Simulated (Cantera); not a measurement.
Cantera run:

```python
import numpy as np
import cantera as ct

gas_names = [...]  # 96 gases of nasa_gas.yaml made of C, Cl, H, Ti
cond_names = """
    C(gr) C6H6(L) C7H8(L) C8H18(L),n-octa Ti(a) Ti(b) Ti(L) TiC(s) TiC(L) TiCL2(s) TiCL3(s) TiCL4(L)
""".split()


# ... load() reads the species with a 1 bar reference pressure and builds the phases ...
atoms = {
    'TiCl4': {'Ti': 1, 'CL': 4},
    'C3H8': {'C': 3, 'H': 8},
    'H2': {'H': 2},
    'CH4': {'C': 1, 'H': 4},
}
top_T = {'C(gr)': 4500, 'TiCL2(s)': 1300, 'TiCL3(s)': 1000}  # K; cautious upper limits of use, not melting points


# ... equilibrate(T, P, feed) seeds the gas with the atoms and calls Mixture.equilibrate('TP', solver="vcs", rtol=1e-11, max_steps=5000) ...
results = []
feed = {'TiCl4': 1, 'C3H8': 1.3, 'H2': 110, 'CH4': 0.18}  # mol
P = 13  # Pa
for T in [1673, 1698, 1723, 1748, 1773, 1798, 1823, 1848, 1873]:
    mix = equilibrate(T, P, feed)
    results.append((T, P, feed, dict(zip(mix.species_names, mix.species_moles))))

top = {s: max(r[3][s] / sum(r[3][g] for g in gas_names) for r in results) for s in gas_names}
cols = sorted((s for s in top if top[s] > 0.0001), key=lambda s: -top[s])[:7]
seen = [c for c in cond_names if any(r[3].get(c, 0) > 1e-12 for r in results)]
print("log10 of partial pressures in bar; condensed amounts in mol")
print(f"{'T/K':>10s}" + "".join(f"{s[:9]:>10s}" for s in cols + seen))
for T, P, feed, n in results:
    ng = sum(n[g] for g in gas_names)
    print(f"{T:10.4g}" + "".join(f"{np.log10(max(n[s] / ng * P / 1e5, 1e-99)):10.3f}" for s in cols)
          + "".join(f"{n.get(c, 0):10.4g}" for c in seen))
```

Output:

```
log10 of partial pressures in bar; condensed amounts in mol
       T/K        H2         H       HCL        CL C2H2,acet     C(gr)    TiC(s)
      1673    -3.905    -5.896    -5.360    -7.458    -8.150     3.067    0.9999
      1698    -3.907    -5.793    -5.361    -7.357    -8.049     3.064    0.9999
      1723    -3.908    -5.693    -5.363    -7.259    -7.951      3.06    0.9999
      1748    -3.910    -5.596    -5.366    -7.164    -7.857     3.055    0.9998
      1773    -3.912    -5.502    -5.368    -7.072    -7.766     3.049    0.9998
      1798    -3.915    -5.411    -5.371    -6.984    -7.678     3.042    0.9998
      1823    -3.918    -5.322    -5.375    -6.897    -7.593     3.033    0.9997
      1848    -3.921    -5.236    -5.380    -6.814    -7.511     3.023    0.9997
      1873    -3.926    -5.153    -5.386    -6.734    -7.432     3.011    0.9996
```

Cantera equilibrium calculation (NASA polynomials, part measured and part estimated; ideal gas, pure solids and liquids). TiC: taken at fixed stoichiometry.
